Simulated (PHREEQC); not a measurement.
Solution (25 °C): 0.091 mol/kgw NH4HF2, 5.3e-05 mol/kgw H2SiF6, 0.0053 mol/kgw H3AsO4 and 0.21 mol/kgw H2SO4. Closed to the air; pH follows from the charge balance.

Equilibrium calculation in PHREEQC: ion-association model, wateq4f.dat.

```
quantity                    before     after
------------------------  --------  --------
pH                            0.89      3.13
ionic strength (mol/kgw)     0.283    0.0920
HF (mol/kgw)                 0.111    0.0596
H2F2 (mol/kgw)              0.0345   0.00945
H3AsO4 (mol/kgw)           0.00502  0.000546
F- (mol/kgw)              0.000896    0.0706
```

Which change was made?
A) temperature from 25 to 80 °C
B) H2SiF6 replaced by CsF at the same molality
C) H2SO4 left out
D) H2SiF6 from 5.3e-05 to 0.000265 mol/kgw
E) H2SO4 from 0.21 to 0.231 mol/kgw

C, H2SO4 left out

Precipitation was switched off in this run. wateq4f.dat counts part of the HF as a dimer, H2F2, which phreeqc.dat doesn't know; its constant is uncertain. SiF6-2 is the database's only silicon fluoride.
